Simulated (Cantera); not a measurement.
An isothermal, constant-pressure homogeneous reactor starts with CO : O₂ : H₂O : N₂ = 0.015 : 0.0082 : 0.013 : 1 (molar parts), equivalence ratio 0.91, at 1325 K and 1.00 bar. Integrator tolerance rtol = 1e-08.

Computed with Cantera and GRI-Mech 3.0 (53 species, 325 reactions).

**Question.** What does this change do: temperature 1325 to 873 K?

**Answer.** 
```json
[
 {"quantity": "x(CO) at 50.0 s", "before": "1.41e-7 (gas-phase equilibrium 1.42e-7)", "after": "0.0107 (gas-phase equilibrium <1e-12)"},
 {"quantity": "x(O₂) at 50.0 s", "before": "0.000679 (gas-phase equilibrium 0.000666)", "after": "0.00603 (gas-phase equilibrium 0.000680)"},
 {"quantity": "x(H₂O) at 50.0 s", "before": "0.0126 (gas-phase equilibrium 0.0126)", "after": "0.0125 (gas-phase equilibrium 0.0126)"},
 {"quantity": "x(H₂O₂) at 50.0 s", "before": "2.18e-11 (gas-phase equilibrium 2.16e-11)", "after": "1.30e-6 (gas-phase equilibrium <1e-12)"},
 {"quantity": "x(H) at 50.0 s", "before": "4.21e-10 (gas-phase equilibrium 4.23e-10)", "after": "5.17e-9 (gas-phase equilibrium <1e-12)"},
 {"quantity": "x(CO₂) at 50.0 s", "before": "0.0146 (gas-phase equilibrium 0.0146)", "after": "0.00383 (gas-phase equilibrium 0.0146)"}
]
```

**Question.** What does this change do: 0.013 parts CH4 added?

**Answer.** 
```csv
quantity,before,after
x(CO) at 50.0 s,1.41e-7 (gas-phase equilibrium 1.42e-7),0.0141 (gas-phase equilibrium 0.0215)
x(O₂) at 50.0 s,0.000679 (gas-phase equilibrium 0.000666),<1e-12 (gas-phase equilibrium <1e-12)
x(H₂O) at 50.0 s,0.0126 (gas-phase equilibrium 0.0126),0.0155 (gas-phase equilibrium 0.0106)
x(H₂O₂) at 50.0 s,2.18e-11 (gas-phase equilibrium 2.16e-11),<1e-12 (gas-phase equilibrium <1e-12)
x(H) at 50.0 s,4.21e-10 (gas-phase equilibrium 4.23e-10),1.70e-7 (gas-phase equilibrium 2.65e-7)
x(CO₂) at 50.0 s,0.0146 (gas-phase equilibrium 0.0146),0.00620 (gas-phase equilibrium 0.00474)
```
